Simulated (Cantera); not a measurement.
A closed system holds: 1 mol B2H6, 0.96 mol O2.

Equilibrium computed with Cantera from the NASA thermochemical tables; the gas is ideal and each condensed phase is pure. Candidate condensed phases: B, B2O3, B3O3H3, H2O; 23 gas species. The feed counts by its element totals alone. Mutual solubility and eutectic melting of coexisting phases are not modelled. The numbers say what is thermodynamically allowed, not how fast it happens.

Stable condensed phases, one row left out:

```
T in K \ P in Pa
             10     25     63    160    400   1000   2500   6300  16000  40000 100000
   2223       A      A      B      B      B      B      B      B      B      B      B
   2123       A      B      B      B      B      B      B      B      B      B      B
   2023       B      B      B      B      B      B      B      B      B      B      B
   1923       B      B      B      B      B      B      B      B      B      B      C
   1723       B      B      B      B      B      B      B      C      C      C      C
   1623       B      B      B      B      B      C      C      C      C      C      C
   1523       B      B      B      C      C      C      C      C      C      C      C
   1423       B      C      C      C      C      C      C      C      C      C      C
```

A: gas only; B: B; C: B + B2O3.

Q: Give the row for 1823 K.

A: 10: B; 25: B; 63: B; 160: B; 400: B; 1000: B; 2500: B; 6300: B; 16000: B + B2O3; 40000: B + B2O3; 100000: B + B2O3.
